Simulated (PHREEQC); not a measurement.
1 kg of water holding 0.087 mol/kgw CaCl2, 0.098 mol/kgw NaCl and 0.24 mol/kgw KCl is evaporated at 30 °C; the solids stay in contact with the brine. The system is closed to CO2. Solids allowed: Halite, Portlandite, Sylvite. Others were left out.

Base run: PHREEQC, Pitzer model, pitzer.dat. Each further column changes one thing. The table gives water activity.

```json
[
 {"H2O removed (mol)": "0", "base": "0.985", "temperature from 30 to 5 °C": "0.985", "temperature from 30 to 75 °C": "0.985"},
 {"H2O removed (mol)": "18.01", "base": "0.978", "temperature from 30 to 5 °C": "0.978", "temperature from 30 to 75 °C": "0.978"},
 {"H2O removed (mol)": "30.18", "base": "0.967", "temperature from 30 to 5 °C": "0.967", "temperature from 30 to 75 °C": "0.967"},
 {"H2O removed (mol)": "34.69", "base": "0.959", "temperature from 30 to 5 °C": "0.960", "temperature from 30 to 75 °C": "0.959"},
 {"H2O removed (mol)": "41.44", "base": "0.938", "temperature from 30 to 5 °C": "0.939", "temperature from 30 to 75 °C": "0.939"},
 {"H2O removed (mol)": "46.01", "base": "0.905", "temperature from 30 to 5 °C": "0.907", "temperature from 30 to 75 °C": "…"},
 {"H2O removed (mol)": "49.09", "base": "0.853", "temperature from 30 to 5 °C": "0.855", "temperature from 30 to 75 °C": "0.855"},
 {"H2O removed (mol)": "51.17", "base": "0.771", "temperature from 30 to 5 °C": "0.807", "temperature from 30 to 75 °C": "0.778"},
 {"H2O removed (mol)": "52.58", "base": "0.719", "temperature from 30 to 5 °C": "0.747", "temperature from 30 to 75 °C": "…"},
 {"H2O removed (mol)": "53.1", "base": "0.677", "temperature from 30 to 5 °C": "0.698", "temperature from 30 to 75 °C": "0.650"},
 {"H2O removed (mol)": "53.88", "base": "0.626", "temperature from 30 to 5 °C": "0.638", "temperature from 30 to 75 °C": "…"},
 {"H2O removed (mol)": "54.41", "base": "0.519", "temperature from 30 to 5 °C": "0.522", "temperature from 30 to 75 °C": "…"}
]
```

### Question
Fill in the missing entries.

### Answer

- 46.01, temperature from 30 to 75 °C: 0.906
- 52.58, temperature from 30 to 75 °C: 0.682
- 53.88, temperature from 30 to 75 °C: 0.605
- 54.41, temperature from 30 to 75 °C: 0.524

 Away from 25 °C the constants follow the database's enthalpies or fits; those with neither stay at their 25 °C values.
